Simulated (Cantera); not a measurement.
Input: 1 mol BCl₃, 3.3 mol H₂O, 1.4 mol N₂, 1 mol NH₃, equilibrated at 1.33 mbar.

Cantera equilibrium calculation (NASA polynomials, part measured and part estimated; ideal gas, pure solids and liquids). Candidate condensed phases: B, BN, B₂O₃, B₃O₃H₃, H₂O, NH₄Cl; 49 gas species. The tables' values for BOCl are old estimates; treat these amounts as uncertain. Equilibrium is a limit: real reactors are often held back by kinetics, nucleation or transport.

x: gas mole fraction; nothing condenses.

```json
[
 {"T (°C)": "1500", "x HCl": "0.338", "x N₂": "0.217", "x H₂": "0.172", "x H₂O": "0.154", "x HBO₂": "0.104", "x Cl": "0.00487", "x H": "0.00323"},
 {"T (°C)": "1525", "x HCl": "0.336", "x N₂": "0.217", "x H₂": "0.172", "x H₂O": "0.154", "x HBO₂": "0.103", "x Cl": "0.00598", "x H": "0.00400"},
 {"T (°C)": "1550", "x HCl": "0.335", "x N₂": "0.217", "x H₂": "0.172", "x H₂O": "0.154", "x HBO₂": "0.102", "x Cl": "0.00730", "x H": "0.00493"},
 {"T (°C)": "1575", "x HCl": "0.333", "x N₂": "0.217", "x H₂": "0.172", "x H₂O": "0.154", "x HBO₂": "0.102", "x Cl": "[?]", "x H": "[?]"},
 {"T (°C)": "1600", "x HCl": "0.330", "x N₂": "0.216", "x H₂": "0.172", "x H₂O": "0.154", "x HBO₂": "0.101", "x Cl": "0.0106", "x H": "0.00734"},
 {"T (°C)": "1625", "x HCl": "0.327", "x N₂": "0.216", "x H₂": "0.172", "x H₂O": "0.154", "x HBO₂": "0.100", "x Cl": "0.0127", "x H": "0.00889"},
 {"T (°C)": "1650", "x HCl": "0.324", "x N₂": "0.215", "x H₂": "0.172", "x H₂O": "0.154", "x HBO₂": "0.0992", "x Cl": "[?]", "x H": "[?]"},
 {"T (°C)": "1675", "x HCl": "0.320", "x N₂": "0.215", "x H₂": "0.172", "x H₂O": "0.154", "x HBO₂": "0.0982", "x Cl": "0.0179", "x H": "0.0128"},
 {"T (°C)": "1700", "x HCl": "0.316", "x N₂": "0.214", "x H₂": "0.172", "x H₂O": "0.153", "x HBO₂": "0.0971", "x Cl": "0.0210", "x H": "0.0153"},
 {"T (°C)": "1725", "x HCl": "0.311", "x N₂": "0.213", "x H₂": "0.172", "x H₂O": "0.153", "x HBO₂": "0.0960", "x Cl": "0.0245", "x H": "0.0182"},
 {"T (°C)": "1750", "x HCl": "0.306", "x N₂": "0.212", "x H₂": "0.172", "x H₂O": "0.152", "x HBO₂": "0.0947", "x Cl": "0.0285", "x H": "0.0216"},
 {"T (°C)": "1775", "x HCl": "0.300", "x N₂": "0.211", "x H₂": "0.172", "x H₂O": "0.151", "x HBO₂": "0.0933", "x Cl": "0.0328", "x H": "0.0254"}
]
```

Task: Complete the blanks.

Result: 
- 1650, x Cl: 0.0151
- 1650, x H: 0.0107
- 1575, x Cl: 0.00884
- 1575, x H: 0.00603
